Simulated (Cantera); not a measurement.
A Cantera script and its output.

```python
import numpy as np
import cantera as ct

gas = ct.Solution("gri30.yaml")
gas.TPX = 1773, 980000, {'CH4': 1, 'H2O': 0.47}
reactor = ct.IdealGasConstPressureReactor(gas, energy="off", clone=False)
net = ct.ReactorNet([reactor])
net.rtol, net.atol = 1e-08, 1e-18
show = ['CH4', 'H2O', 'O', 'C2H2', 'CH2CO']
times = np.geomspace(2e-06, 2, 14)

steps = ct.SolutionArray(gas, extra=["t"])
rows = []
print(f"{'t/s':>10s}{'T/K':>9s}{'P/Pa':>11s}" + "".join(f"{s:>11s}" for s in show))
for t in times:
    while net.time < t:
        t_next = net.step()
        steps.append(gas.state, t=t_next)
    rows.append([np.interp(t, steps.t, y) for y in (steps.T, steps.P, *steps(*show).X.T)])
    print(f"{t:10.3e}{rows[-1][0]:9.1f}{rows[-1][1]:11.4g}" + "".join(f"{x:11.3e}" for x in rows[-1][2:]))
rate = np.gradient(steps.T, steps.t)
print("integrator steps:", len(steps.t))
if steps.T.max() > steps.T[0] + 200:
    print(f"time of steepest temperature rise: {steps.t[rate.argmax()]:.4e} s")
gas.TPX = 1773, 980000, {'CH4': 1, 'H2O': 0.47}
gas.equilibrate("TP")
print(f"equilibrium (TP): T = {gas.T:.1f} K  " + "  ".join(f"{s} {gas[s].X[0]:.3e}" for s in show))
```

Output:

```
       t/s      T/K       P/Pa        CH4        H2O          O       C2H2      CH2CO
 2.000e-06   1773.0    9.8e+05  6.788e-01  3.196e-01  6.147e-11  5.814e-08  4.618e-13
 5.789e-06   1773.0    9.8e+05  6.759e-01  3.194e-01  1.203e-10  2.599e-06  6.614e-11
 1.675e-05   1773.0    9.8e+05  6.666e-01  3.189e-01  2.004e-10  6.397e-05  4.931e-09
 4.849e-05   1773.0    9.8e+05  6.334e-01  3.152e-01  3.035e-10  1.445e-03  3.360e-07
 1.403e-04   1773.0    9.8e+05  5.417e-01  2.995e-01  2.327e-10  1.742e-02  8.774e-06
 4.062e-04   1773.0    9.8e+05  3.962e-01  2.688e-01  1.216e-10  6.605e-02  3.337e-05
 1.176e-03   1773.0    9.8e+05  2.467e-01  2.363e-01  7.220e-11  1.129e-01  4.656e-05
 3.403e-03   1773.0    9.8e+05  1.402e-01  2.083e-01  5.411e-11  1.380e-01  4.857e-05
 9.848e-03   1773.0    9.8e+05  1.053e-01  1.799e-01  4.735e-11  1.358e-01  4.158e-05
 2.850e-02   1773.0    9.8e+05  1.029e-01  1.352e-01  3.809e-11  1.135e-01  2.702e-05
 8.249e-02   1773.0    9.8e+05  9.852e-02  7.603e-02  2.385e-11  8.358e-02  1.277e-05
 2.388e-01   1773.0    9.8e+05  9.087e-02  2.595e-02  9.059e-12  5.918e-02  5.101e-06
 6.910e-01   1773.0    9.8e+05  8.573e-02  2.819e-03  1.042e-12  4.835e-02  2.821e-06
 2.000e+00   1773.0    9.8e+05  8.503e-02  2.513e-05  1.307e-14  4.707e-02  2.596e-06
integrator steps: 1553
equilibrium (TP): T = 1773.0 K  CH4 8.503e-02  H2O 1.705e-05  O 1.010e-14  C2H2 4.707e-02  CH2CO 2.603e-06
```

Computed with Cantera and GRI-Mech 3.0 (53 species, 325 reactions). GRI-Mech 3.0 stops at C3 and has no aromatics, soot or wall deposition, so with more carbon than oxygen in the feed, carbon stays in small species such as C2H2 where larger ones or solid carbon would form.
